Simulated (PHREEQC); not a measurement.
Solution (65 °C): 0.013 mol/kgw HF and 0.32 mol/kgw HCl. Closed to the air; pH follows from the charge balance.

All values are PHREEQC results (ion-association model, phreeqc.dat), not measurements.

Task: The ionic strength comes out as 0.320 mol/kgw. What activity coefficients do HF2-, Cl-, F-, H+ get?

Result: HF2- 0.71, Cl- 0.66, F- 0.65, H+ 0.77.

This is a speciation only: nothing precipitates in the calculation. At this temperature some constants are extrapolated from 25 °C, and those without enthalpy data are left unchanged.
